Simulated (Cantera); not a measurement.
A perfectly stirred reactor is fed with 25.1 % H2, 11.4 % O2, 42.9 % N2, 20.6 % H2O, equivalence ratio 1.1, at 7500 Torr; it is adiabatic with a 525 K inlet, and is followed from long to short residence time, starting on the burning branch (τ in s: 0.034, 0.013, 0.0053, 0.0021, 0.00083, 0.00033, 0.00013, 5.2e-05, 2e-05, 8.1e-06, 3.2e-06).

Model: the H2/O2 subset of GRI-Mech 3.0, which has no nitrogen chemistry, integrated in Cantera. The hydrogen kinetics of GRI-Mech 3.0 are dated; newer H2 mechanisms differ, most at raised pressure.

One state of this run: T (K) = 1943; x H2 = 0.0454; x O2 = 0.00982; x H2O = 0.456; x O = 0.000661; x OH = 0.00546; x H = 0.00559; x HO2 = 5.93e-5. x: mole fraction; the columns are a selection and need not sum to one.

Which value of τ (s) does it belong to?
(A) 0.0021
(B) 0.00013
(C) 2.0e-5
(D) 8.1e-6

C, 2.0e-5
